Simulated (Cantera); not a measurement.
Charge: 1 mol Si₃N₄, 0.014 mol H₂O, 3.5 mol H₂, 1.1 mol O₂, held at 0.00260 bar.

These are equilibrium values from Cantera (NASA tables, ideal gas, pure condensed phases), not measurements of a reactor. Candidate condensed phases: H₂O, Si, SiO₂, Si₂N₂O, Si₃N₄; 35 gas species. Mutual solubility and eutectic melting of coexisting phases are not modelled. The tables' values for SiN are old estimates; treat these amounts as uncertain. The tables hold silica as quartz up to 1696 K and as liquid above; real silica turns to tridymite and cristobalite and melts near 1996 K. Gases not in the tables: Si₂H₆ and higher silanes. Kinetics and transport are ignored.

x: gas mole fraction; n: condensed amount in mol.

| T (°C) | x H₂ | x SiO | x N₂ | x Si | x H | x SiH | n SiO₂(β-quartz) | n Si₂N₂O(s) | n Si(l) |
|---|---|---|---|---|---|---|---|---|---|
| 727 | 0.826 | 1.70e-11 | 0.174 | <1e-12 | 4.05e-8 | <1e-12 | 0.476 | 1.26 | 0 |
| 927 | 0.826 | [?] | 0.174 | <1e-12 | [?] | <1e-12 | 0.476 | 1.26 | 0 |
| 1127 | 0.826 | [?] | 0.174 | [?] | [?] | [?] | 0.475 | 1.26 | 0 |
| 1327 | 0.678 | 0.134 | 0.187 | 5.59e-7 | 0.000878 | 5.11e-8 | 0.245 | 1.03 | 0 |
| 1527 | 0.451 | 0.285 | 0.258 | 0.00122 | 0.00471 | 4.77e-5 | 0 | 0 | 0.775 |
| 1727 | 0.431 | 0.279 | 0.251 | 0.0167 | 0.0209 | 0.000380 | 0 | 0 | 0.643 |
| 1927 | 0.366 | 0.252 | 0.227 | 0.0854 | 0.0668 | 0.00117 | 0 | 0 | 0 |

Question: Fill in the missing entries.

Answer: 
- 1127, x SiO: 0.000628
- 1127, x Si: 1.57e-10
- 1127, x H: 8.67e-5
- 1127, x SiH: 3.63e-11
- 927, x SiO: 4.54e-7
- 927, x H: 3.52e-6
